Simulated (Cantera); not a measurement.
What does this Cantera script print?

```python
import numpy as np
import cantera as ct

gas_names = """
    CL CLO CL2 N NO NO2 NO3 N2 N2O O O2 O3 Ti TiCL TiCL2 TiCL3 TiCL4 TiO TiOCL TiOCL2 TiO2
""".split()
cond_names = """
    Ti(a) Ti(b) Ti(L) TiCL2(s) TiCL3(s) TiCL4(L) TiN(s) TiN(L) TiO(a) TiO(b) TiO(L) TiO2(ru) TiO2(L)
    Ti2O3(a) Ti2O3(b) Ti2O3(L) Ti3O5(a) Ti3O5(b) Ti3O5(L) Ti4O7(s) Ti4O7(L)
""".split()


def load(file, names, dense=False):
    # The tables refer to 1 bar. Condensed volumes are neglected.
    table = {s.name: s for s in ct.Species.list_from_file(file)}
    out = []
    for n in names:
        d = dict(table[n].input_data)
        d["thermo"] = dict(d["thermo"], **{"reference-pressure": 1e5})
        if dense:
            d["equation-of-state"] = {"model": "constant-volume", "density": "1e6 g/cm^3"}
        out.append(ct.Species.from_dict(d))
    return out


gas = ct.Solution(thermo="ideal-gas", species=load("nasa_gas.yaml", gas_names))
cond = {s.name: ct.Solution(thermo="fixed-stoichiometry", species=[s], name=s.name)
        for s in load("nasa_condensed.yaml", cond_names, dense=True)}
atoms = {
    'TiN': {'Ti': 1, 'N': 1},
    'O2': {'O': 2},
    'N2': {'N': 2},
    'Cl2': {'CL': 2},
}
top_T = {'TiCL2(s)': 1300, 'TiCL3(s)': 1000}  # K; cautious upper limits of use, not melting points


def equilibrate(T, P, feed):
    n = {}
    for name, mol in feed.items():
        for a, k in atoms[name].items():
            n[a] = n.get(a, 0.0) + k * mol
    gas.TPX = T, P, n
    mass = sum(n.values()) * gas.mean_molecular_weight
    gas.equilibrate("TP")
    valid = [c for c in cond.values() if c.min_temp <= T <= top_T.get(c.name, c.max_temp)]
    mix = ct.Mixture([(gas, mass / gas.mean_molecular_weight)] + [(c, 0.0) for c in valid])
    mix.T, mix.P = T, P
    mix.equilibrate("TP", solver="vcs", rtol=1e-11, max_steps=5000)
    return mix


results = []
feed = {'TiN': 1, 'O2': 15, 'N2': 52, 'Cl2': 16}  # mol
P = 32000  # Pa
for T in [1148, 1298, 1448, 1598, 1748, 1898, 2048]:
    mix = equilibrate(T, P, feed)
    results.append((T, P, feed, dict(zip(mix.species_names, mix.species_moles))))

top = {s: max(r[3][s] / sum(r[3][g] for g in gas_names) for r in results) for s in gas_names}
cols = sorted((s for s in top if top[s] > 0.0001), key=lambda s: -top[s])[:8]
seen = [c for c in cond_names if any(r[3].get(c, 0) > 1e-12 for r in results)]
print("log10 of partial pressures in bar; condensed amounts in mol")
print(f"{'T/K':>10s}" + "".join(f"{s[:9]:>10s}" for s in cols + seen))
for T, P, feed, n in results:
    ng = sum(n[g] for g in gas_names)
    print(f"{T:10.4g}" + "".join(f"{np.log10(max(n[s] / ng * P / 1e5, 1e-99)):10.3f}" for s in cols)
          + "".join(f"{n.get(c, 0):10.4g}" for c in seen))
```

Output:

```
log10 of partial pressures in bar; condensed amounts in mol
       T/K        N2        CL       CL2        O2        NO       CLO         O     TiCL4  TiO2(ru)
      1148    -0.692    -3.177    -1.210    -1.266    -4.477    -5.169    -8.733    -6.226    0.9998
      1298    -0.693    -2.524    -1.220    -1.268    -3.998    -4.639    -7.402    -5.320    0.9988
      1448    -0.698    -2.016    -1.250    -1.273    -3.622    -4.232    -6.346    -4.648    0.9941
      1598    -0.708    -1.625    -1.321    -1.284    -3.322    -3.927    -5.491    -4.193    0.9827
      1748    -0.724    -1.341    -1.462    -1.301    -3.082    -3.720    -4.785    -3.976    0.9693
      1898    -0.743    -1.158    -1.695    -1.322    -2.886    -3.605    -4.193    -4.018    0.9658
      2048    -0.757    -1.060    -2.012    -1.339    -2.718    -3.566    -3.688    -4.293    0.9663
```

Method: chemical equilibrium by Gibbs-energy minimisation in Cantera with the NASA 1993 tables (ideal gas, pure condensed phases). Condensed phases not in the tables: TiOCl.
